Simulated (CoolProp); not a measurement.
Properties of ethylene along the isotherm 176.85 °C (Tc = 9.2 °C, pc = 50.42 bar, ω = 0.087).

Computed with CoolProp (reference Helmholtz-energy equation of state, Smukala 2000).

| p (bar) | phase | density (kg/m³) | cp (kJ/(kg K)) | speed of sound (m/s) |
|---|---|---|---|---|
| 8.4 | gas | 6.371 | 2.088 | 392.0 |
| 16.8 | gas | 12.89 | 2.116 | 389.6 |
| 25.2 | gas | 19.56 | 2.144 | 387.3 |
| 33.6 | gas | 26.38 | 2.175 | 385.3 |
| 42 | gas | 33.34 | 2.206 | 383.5 |
| 50.4 | gas | 40.45 | 2.239 | 381.9 |
| 58.8 | supercritical | 47.70 | 2.272 | 380.6 |
| 67.2 | supercritical | 55.08 | 2.307 | 379.7 |
| 75.6 | supercritical | 62.59 | 2.342 | 379.1 |
| 84 | supercritical | 70.21 | 2.379 | 378.8 |
| 92.4 | supercritical | 77.93 | 2.415 | 379.0 |
| 101 | supercritical | 85.92 | 2.452 | 379.6 |
| 109 | supercritical | 93.41 | 2.487 | 380.6 |
| 118 | supercritical | 101.9 | 2.525 | 382.3 |
| 126 | supercritical | 109.4 | 2.558 | 384.2 |
